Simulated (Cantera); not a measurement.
A perfectly stirred reactor is fed with CH4 : C2H6 : O2 : N2 = 1 : 0.12 : 1.86 : 7 (molar parts), equivalence ratio 1.3, at 1900000 Pa; it is adiabatic with a 500 K inlet, and is followed from long to short residence time, starting on the burning branch (τ in s: 0.029, 0.013, 0.0057, 0.0025, 0.0011, 0.00049, 0.00022, 9.7e-05, 4.3e-05, 1.9e-05).

Model: GRI-Mech 3.0 (53 species, 325 reactions), integrated in Cantera. The pressure lies above the range GRI-Mech 3.0 was tuned for (to about 10 atm).

### Question
What does this change do: pressure from 1900000 Pa to 340000 Pa?

### Answer
```csv
quantity,before,after
"blow-out, bracketed by the residence times tried","burning at 97.0 µs, out at 43.0 µs","burning at 97.0 µs, out at 43.0 µs"
x(CH4) at τ = 29.0 ms,0.000117,5.77e-5
x(C2H6) at τ = 29.0 ms,5.54e-8,1.10e-7
x(O2) at τ = 29.0 ms,4.89e-5,0.000115
x(CH3) at τ = 29.0 ms,1.66e-5,2.41e-5
x(CO) at τ = 29.0 ms,0.0640,0.0641
x(CH4) at τ = 0.490 ms,0.00198,0.000415
x(C2H6) at τ = 0.490 ms,6.00e-6,4.42e-6
x(O2) at τ = 0.490 ms,0.00195,0.00208
x(CH3) at τ = 0.490 ms,0.000382,0.000285
x(CO) at τ = 0.490 ms,0.0604,0.0648
```

### Question
What does this change do: pressure from 1900000 Pa to 100000 Pa?

### Answer
```
quantity                                                                      before                                after
------------------------------------------------  ----------------------------------  -----------------------------------
blow-out, bracketed by the residence times tried  burning at 97.0 µs, out at 43.0 µs  burning at 0.220 ms, out at 97.0 µs
x(CH4) at τ = 29.0 ms                                                       0.000117                              2.44e-5
x(C2H6) at τ = 29.0 ms                                                       5.54e-8                              1.90e-7
x(O2) at τ = 29.0 ms                                                         4.89e-5                             0.000290
x(CH3) at τ = 29.0 ms                                                        1.66e-5                              1.99e-5
x(CO) at τ = 29.0 ms                                                          0.0640                               0.0640
x(CH4) at τ = 0.490 ms                                                       0.00198                             0.000330
x(C2H6) at τ = 0.490 ms                                                      6.00e-6                              7.18e-6
x(O2) at τ = 0.490 ms                                                        0.00195                              0.00371
x(CH3) at τ = 0.490 ms                                                      0.000382                             0.000275
x(CO) at τ = 0.490 ms                                                         0.0604                               0.0658
```

### Question
What does this change do: inlet temperature 500 to 300 K?

### Answer
```json
[
 {"quantity": "blow-out, bracketed by the residence times tried", "before": "burning at 97.0 µs, out at 43.0 µs", "after": "burning at 0.220 ms, out at 97.0 µs"},
 {"quantity": "x(CH4) at τ = 29.0 ms", "before": "0.000117", "after": "0.000625"},
 {"quantity": "x(C2H6) at τ = 29.0 ms", "before": "5.54e-8", "after": "2.81e-7"},
 {"quantity": "x(O2) at τ = 29.0 ms", "before": "4.89e-5", "after": "0.000117"},
 {"quantity": "x(CH3) at τ = 29.0 ms", "before": "1.66e-5", "after": "4.05e-5"},
 {"quantity": "x(CO) at τ = 29.0 ms", "before": "0.0640", "after": "0.0614"},
 {"quantity": "x(CH4) at τ = 0.490 ms", "before": "0.00198", "after": "0.00459"},
 {"quantity": "x(C2H6) at τ = 0.490 ms", "before": "6.00e-6", "after": "3.02e-5"},
 {"quantity": "x(O2) at τ = 0.490 ms", "before": "0.00195", "after": "0.00439"},
 {"quantity": "x(CH3) at τ = 0.490 ms", "before": "0.000382", "after": "0.000485"},
 {"quantity": "x(CO) at τ = 0.490 ms", "before": "0.0604", "after": "0.0539"}
]
```
